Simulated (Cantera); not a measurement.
Charge: 1 mol SiO₂, 3.3 mol HCl, 18 mol O₂, held at 1625 K and 10.0 mbar.

These are equilibrium values from Cantera (NASA tables, ideal gas, pure condensed phases), not measurements of a reactor. Candidate condensed phases: H₂O, Si, SiO₂; 30 gas species. The tables hold silica as quartz up to 1696 K and as liquid above; real silica turns to tridymite and cristobalite and melts near 1996 K. Kinetics and transport are ignored.

Base state: O₂ 0.825, HCl 0.109, Cl 0.0417, H₂O 0.0218, Cl₂ 0.00108, OH 0.000444, O 0.000177, ClO 8.04e-5 (mole fractions); condensed: SiO₂(β-quartz).

Q: What changes in the equilibrium state with this change: HCl from 3.3 to 46 mol?

A: 
```
species               before    after
-------------------  -------  -------
HCl                    0.109    0.588
O₂                     0.825    0.246
Cl                    0.0417    0.102
H₂O                   0.0218   0.0572
Cl₂                  0.00108  0.00644
H₂                   2.12e-6  1.02e-5
SiO₂(β-quartz), mol     1.00    1.000
```
